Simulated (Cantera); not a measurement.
A perfectly stirred reactor is fed with CH4 : C2H6 : O2 : N2 = 1 : 0.35 : 4.96 : 18.7 (molar parts), at 17.0 bar; it is adiabatic with a 573 K inlet, and is followed from long to short residence time, starting on the burning branch (τ in s: 0.023, 0.0097, 0.0041, 0.0017, 0.00073, 0.00031, 0.00013, 5.4e-05, 2.3e-05, 9.7e-06, 4.1e-06).

Computed with Cantera and GRI-Mech 3.0 (53 species, 325 reactions). The pressure lies above the range GRI-Mech 3.0 was tuned for (to about 10 atm).

Q: What does this change do: O2 4.96 to 6.8 parts?

A: 
| quantity | before | after |
|---|---|---|
| blow-out, bracketed by the residence times tried | burning at 54.0 µs, out at 23.0 µs | burning at 0.130 ms, out at 54.0 µs |
| x(CH4) at τ = 23.0 ms | 2.93e-6 | 3.78e-6 |
| x(C2H6) at τ = 23.0 ms | 1.82e-7 | 2.70e-7 |
| x(O2) at τ = 23.0 ms | 0.0687 | 0.132 |
| x(O) at τ = 23.0 ms | 4.18e-5 | 2.98e-5 |
| x(HO2) at τ = 23.0 ms | 2.85e-6 | 3.25e-6 |
| x(CH4) at τ = 0.310 ms | 9.10e-5 | 0.000124 |
| x(C2H6) at τ = 0.310 ms | 7.48e-6 | 1.09e-5 |
| x(O2) at τ = 0.310 ms | 0.0703 | 0.134 |
| x(O) at τ = 0.310 ms | 0.000199 | 0.000150 |
| x(HO2) at τ = 0.310 ms | 1.80e-5 | 2.62e-5 |
